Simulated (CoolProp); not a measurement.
R141b along the isobar 5.64 MPa: density (kg/m³) from the reference equation and from simpler models built on Tc = 204.4 °C, pc = 4.212 MPa, ω = 0.220; each cubic takes its own stable root.

Model: reference Helmholtz-energy equation of state, Lemmon 2006, in CoolProp. It is a short technical equation, of lower accuracy than the large ones.

```json
[
 {"T (°C)": "-8.75", "phase": "liquid", "reference": "1306"},
 {"T (°C)": "3.25", "phase": "liquid", "reference": "1285"},
 {"T (°C)": "15.25", "phase": "liquid", "reference": "1263"},
 {"T (°C)": "27.25", "phase": "liquid", "reference": "1241"},
 {"T (°C)": "39.15", "phase": "liquid", "reference": "1219"},
 {"T (°C)": "51.15", "phase": "liquid", "reference": "1196"},
 {"T (°C)": "63.15", "phase": "liquid", "reference": "1172"},
 {"T (°C)": "75.15", "phase": "liquid", "reference": "1148"},
 {"T (°C)": "87.15", "phase": "liquid", "reference": "1123"},
 {"T (°C)": "99.15", "phase": "liquid", "reference": "1096"},
 {"T (°C)": "111.15", "phase": "liquid", "reference": "1069"},
 {"T (°C)": "123.15", "phase": "liquid", "reference": "1040"},
 {"T (°C)": "135.15", "phase": "liquid", "reference": "1009"},
 {"T (°C)": "147.05", "phase": "liquid", "reference": "976.2"},
 {"T (°C)": "159.05", "phase": "liquid", "reference": "940.1"},
 {"T (°C)": "171.05", "phase": "liquid", "reference": "899.7"}
]
```

Question: How far does each simpler model (van der Waals, Redlich-Kwong, Soave-Redlich-Kwong, Peng-Robinson) lie from the reference over these 16 states: mean and median of the absolute difference, and the worst?

Answer: 
- van der Waals: mean 36.8 %, median 36.9 %, worst -38.3 % at -8.75 °C and 5.64 MPa
- Redlich-Kwong: mean 11.3 %, median 10.8 %, worst -14.9 % at 171.05 °C and 5.64 MPa
- Soave-Redlich-Kwong: mean 8.9 %, median 8.1 %, worst -12.6 % at 171.05 °C and 5.64 MPa
- Peng-Robinson: mean 3.0 %, median 3.6 %, worst +4.1 % at 51.15 °C and 5.64 MPa
